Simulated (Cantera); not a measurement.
Input (Python, Cantera):

```python
import numpy as np
import cantera as ct

surf = ct.Interface("ptcombust.yaml", "Pt_surf")
gas = surf.adjacent["gas"]
gas.TPX = 300, 43000, {'H2': 0.036, 'O2': 0.17, 'N2': 0.79}
jet = ct.ImpingingJet(gas=gas, width=0.021, surface=surf)
jet.inlet.mdot, jet.inlet.T, jet.inlet.X = 0.079, 300, {'H2': 0.036, 'O2': 0.17, 'N2': 0.79}
jet.set_refine_criteria(ratio=10, slope=0.2, curve=0.3)
show, cover = ['H2', 'O2', 'H2O', 'OH'], ["PT(S)", "H(S)", "O(S)", "OH(S)", "CO(S)", "C(S)"]

rows = []
print(f"{'Ts/K':>7s}" + "".join(f"{s:>11s}" for s in show + cover) + "   (gas at the wall, coverages)")
for i, Ts in enumerate([600, 650, 700, 750, 800, 850, 900, 950]):
    jet.surface.T = Ts
    if i == 0:
        surf.TP = Ts, 43000
        surf.coverages = "PT(S):0.5, O(S):0.5"
        surf.advance_coverages(1.0)
        jet.set_initial_guess(products="inlet")
    jet.solve(loglevel=0, auto=(i == 0))
    rows.append([*(jet.X[gas.species_index(s), -1] for s in show), *surf[cover].coverages])
    print(f"{Ts:7g}" + "".join(f"{x:11.3e}" for x in rows[-1]))
```

It prints:

```
   Ts/K         H2         O2        H2O         OH      PT(S)       H(S)       O(S)      OH(S)      CO(S)       C(S)   (gas at the wall, coverages)
    600  2.479e-03  1.348e-01  6.523e-02  8.889e-13  3.019e-02  2.422e-09  9.574e-01  1.236e-02  1.306e-24  6.364e-31
    650  2.469e-03  1.350e-01  6.483e-02  1.148e-11  3.172e-02  3.157e-09  9.600e-01  8.297e-03  3.369e-18  2.221e-25
    700  2.407e-03  1.350e-01  6.457e-02  1.012e-10  3.401e-02  4.714e-09  9.600e-01  5.932e-03  1.047e-17 -2.822e-26
    750  2.144e-03  1.349e-01  6.472e-02  6.427e-10  4.007e-02  8.428e-09  9.553e-01  4.663e-03  4.160e-22 -1.164e-30
    800  1.620e-03  1.344e-01  6.540e-02  2.984e-09  5.572e-02  1.952e-08  9.402e-01  4.120e-03  2.807e-19  6.645e-26
    850  1.132e-03  1.340e-01  6.601e-02  1.075e-08  8.432e-02  5.163e-08  9.118e-01  3.894e-03  3.848e-18  3.101e-26
    900  7.991e-04  1.337e-01  6.636e-02  3.299e-08  1.244e-01  1.295e-07  8.719e-01  3.698e-03  3.983e-16 -2.184e-24
    950  5.963e-04  1.336e-01  6.648e-02  8.920e-08  1.729e-01  2.906e-07  8.236e-01  3.461e-03  1.908e-20 -4.485e-24
```

Computed with Cantera and Deutschmann's 1995 Pt surface mechanism with GRI-Mech 3.0 gas chemistry. Catalytic surfaces can have several steady states; this one follows from the mechanism file's or the stated starting coverage.
